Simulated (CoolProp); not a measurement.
Vapour-liquid equilibrium of dimethyl carbonate (1) + n-nonane (2) at 135 kPa; x and y are mole fractions of (1).

The numbers come from the multi-fluid Helmholtz-energy mixture model, Zhou 2011 and Lemmon 2006; pair parameters Bell 2016 in CoolProp.

```tsv
x	bubble temperature (K)	y at the bubble point	dew temperature at overall composition x (K)	liquid density (mol/L)
0.05	419.9	0.344	433.1	4.900
0.2	393.3	0.734	426.8	5.530
0.35	382.6	0.833	419.6	6.144
0.5	378.3	0.870	411.1	6.830
0.65	376.2	0.891	400.6	7.661
0.8	374.6	0.915	386.5	8.718
0.95	373.0	0.967	373.3	10.11
```

No azeotrope shows between x = 0.05 and 0.95.

Pair parameters are fitted to limited data, so mixtures are less certain than the pure fluids.
